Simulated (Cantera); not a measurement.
Charge: 1 mol SiH4, 0.034 mol HCl, 130 mol H2, held at 0.440 bar.

Method: chemical equilibrium by Gibbs-energy minimisation in Cantera with the NASA 1993 tables (ideal gas, pure condensed phases). Candidate condensed phases: Si; 19 gas species. Gases not in the tables: Si2H6 and higher silanes. The numbers say what is thermodynamically allowed, not how fast it happens.

### Question
At 2148 K, list the 5 most abundant gas species with their mole fractions, and the condensed phases.

### Answer
H2 0.993, H 0.00626, Si 0.000500, HCl 0.000254, SiH2 0.000231. Condensed: Si(l).
